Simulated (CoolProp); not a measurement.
Vapour-liquid equilibrium of dimethyl ether (1) + n-hexane (2) at 9.75 °C; x and y are mole fractions of (1).

Values from CoolProp's multi-fluid Helmholtz-energy mixture model, Wu 2011 and Thol 2019; pair parameters Bell 2016.

Problem. Give the bubble pressure and the first vapour's composition at x = 0.125, 0.425, 0.725. Is there an azeotrope?

Solution. x = 0.125: 0.7289 bar, y = 0.875; x = 0.425: 1.944 bar, y = 0.964; x = 0.725: 2.817 bar, y = 0.984. No azeotrope shows between x = 0.05 and 0.95.

Pair parameters are fitted to limited data, so mixtures are less certain than the pure fluids.
